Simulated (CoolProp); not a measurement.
Neopentane along the isotherm 205.75 °C: Z from the reference equation and from simpler models built on Tc = 160.6 °C, pc = 3196 kPa, ω = 0.196; each cubic takes its own stable root.

Computed with CoolProp (reference Helmholtz-energy equation of state, Lemmon 2006). It is a short technical equation, of lower accuracy than the large ones.

```tsv
p (kPa)	phase	reference
133	gas	0.9898
266	gas	0.9794
400	gas	0.9689
533	gas	0.9582
666	gas	0.9475
799	gas	0.9365
932	gas	0.9254
1070	gas	0.9138
1200	gas	0.9026
1330	gas	0.8912
1460	gas	0.8797
1600	gas	0.8671
```

How far does each simpler model (Pitzer virial, van der Waals, Redlich-Kwong, Soave-Redlich-Kwong) lie from the reference over these 12 states: mean and median of the absolute difference, and the worst?


- Pitzer virial: mean 0.4 %, median 0.2 %, worst +1.1 % at 205.75 °C and 1600 kPa
- van der Waals: mean 0.3 %, median 0.3 %, worst +0.4 % at 205.75 °C and 1600 kPa
- Redlich-Kwong: mean 0.3 %, median 0.3 %, worst -0.5 % at 205.75 °C and 1600 kPa
- Soave-Redlich-Kwong: mean 0.1 %, median 0.1 %, worst +0.2 % at 205.75 °C and 1600 kPa
